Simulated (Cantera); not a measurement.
Input (Python, Cantera) and output of one run.

```python
import numpy as np
import cantera as ct

gas_names = """
    H2 ZrO2 N OH
""".split()
cond_names = """
    ZrN(s) ZrN(L)
""".split()


def load(file, names, dense=False):
    # The tables refer to 1 bar. Condensed volumes are neglected.
    table = {s.name: s for s in ct.Species.list_from_file(file)}
    out = []
    for n in names:
        d = dict(table[n].input_data)
        d["thermo"] = dict(d["thermo"], **{"reference-pressure": 1e5})
        if dense:
            d["equation-of-state"] = {"model": "constant-volume", "density": "1e6 g/cm^3"}
        out.append(ct.Species.from_dict(d))
    return out


species = {s.name: s for s in load("nasa_gas.yaml", gas_names) + load("nasa_condensed.yaml", cond_names)}
# Each term lists the table entries of one substance; the one whose range holds T is used.
reactions = {
    'H2(g) + ZrO2(g) + N(g) = 2 OH(g) + ZrN':
        [(-1, ['H2']), (-1, ['ZrO2']), (-1, ['N']), (2, ['OH']), (1, ['ZrN(s)', 'ZrN(L)'])],
}


def pick(names, T):
    return next(species[n] for n in names if species[n].thermo.min_temp <= T <= species[n].thermo.max_temp)


results = []
for label, terms in reactions.items():
    print(label)
    print("     T/K   dH/kJ  dS/(J/K)   dG/kJ   log10 K")
    for T in [300, 600, 675, 750, 825, 900, 975, 1050, 1125, 1200, 1275]:
        used = [(nu, pick(names, T)) for nu, names in terms]
        dH = sum(nu * s.thermo.h(T) for nu, s in used) / 1e6
        dS = sum(nu * s.thermo.s(T) for nu, s in used) / 1e3
        dG = dH - T * dS / 1e3
        logK = -dG * 1e6 / (ct.gas_constant * T * np.log(10))
        results.append((label, T, dH, dS, dG, logK, [s.name for _, s in used]))
        print(f"{T:8g} {dH:8.1f} {dS:8.1f} {dG:8.1f} {logK:8.2f}")
```

Result:

```
H2(g) + ZrO2(g) + N(g) = 2 OH(g) + ZrN
     T/K   dH/kJ  dS/(J/K)   dG/kJ   log10 K
     300   -473.0   -151.3   -427.6    74.46
     600   -471.8   -148.4   -382.7    33.32
     675   -471.4   -147.8   -371.6    28.76
     750   -471.0   -147.3   -360.6    25.11
     825   -470.7   -146.8   -349.5    22.13
     900   -470.3   -146.3   -338.6    19.65
     975   -469.8   -145.9   -327.6    17.55
    1050   -469.3   -145.3   -316.7    15.75
    1125   -468.7   -144.8   -305.8    14.20
    1200   -468.0   -144.2   -295.0    12.84
    1275   -467.3   -143.7   -284.2    11.64
```

Standard-state values (1 bar) from the NASA 1993 polynomials, evaluated with Cantera. ZrN: taken at fixed stoichiometry. Condensed species are held in their standard states even where they would react or evaporate.
